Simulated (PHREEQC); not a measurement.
## City or well water: an equilibrium model

A made-up water analysis in mmol/kgw, 20 °C, pH 6.91, pe 11.9: Na 0.3; K 0.0107; Ca 0.391; Mg 0.247; Cl 0.634; S(6) 0.118; Alkalinity (meq/kgw) 0.71; Si 0.0157; B 0.00862; Cd 0.00129; Br 0.000841.

Valence states are taken as typed.

Equilibrium calculation in PHREEQC: ion-association model, phreeqc.dat.

Each row changes one thing in this solution. No solid was allowed to form.

| case | HCO3- (mol/kgw) | CO2 (mol/kgw) | SO4-2 (mol/kgw) | Cd+2 (mol/kgw) | CO3-2 (mol/kgw) | H2BO3- (mol/kgw) | SI of Otavite (CdCO3) | SI of Quartz (SiO2) |
|---|---|---|---|---|---|---|---|---|
| as made | 0.000705 | 0.000198 | 0.000110 | 1.19e-6 | 2.82e-7 | 3.86e-8 | -0.56 | -0.75 |
| S(6) from 0.118 to 0.236 mmol/kgw | 0.000705 | 0.000198 | 0.000219 | 1.17e-6 | 2.83e-7 | … | -0.57 | -0.75 |
| all concentrations times 4 at the same typed pH | 0.00278 | 0.000748 | 0.000389 | … | 1.26e-6 | … | +0.48 | -0.15 |
| pH from 6.91 to 7.21 at the same alkalinity | … | 9.93e-5 | 0.000110 | 1.19e-6 | 5.61e-7 | … | -0.26 | -0.75 |

Task: Fill in the missing entries.

Result: 
- S(6) from 0.118 to 0.236 mmol/kgw, H2BO3- (mol/kgw): 3.87e-8
- all concentrations times 4 at the same typed pH, Cd+2 (mol/kgw): 4.05e-6
- all concentrations times 4 at the same typed pH, H2BO3- (mol/kgw): 1.62e-7
- pH from 6.91 to 7.21 at the same alkalinity, HCO3- (mol/kgw): 0.000704
- pH from 6.91 to 7.21 at the same alkalinity, H2BO3- (mol/kgw): 7.66e-8

Some of these states are supersaturated (in Otavite, for instance).
